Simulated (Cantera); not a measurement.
Input: 1 mol Al, 0.52 mol HCl, 1.8 mol H2, at 8.20 mbar.

Cantera equilibrium calculation (NASA polynomials, part measured and part estimated; ideal gas, pure solids and liquids). Candidate condensed phases: Al, AlCl3; 12 gas species. The tables' values for AlCl2 are old estimates; treat these amounts as uncertain. Equilibrium is a limit: real reactors are often held back by kinetics, nucleation or transport.

Problem. At 2050 K, list the 6 most abundant gas species with their mole fractions, and the condensed phases.

Solution. H2 0.655, AlCl 0.168, Al 0.153, H 0.0203, AlH 0.00282, HCl 0.000454. Condensed: gas only.
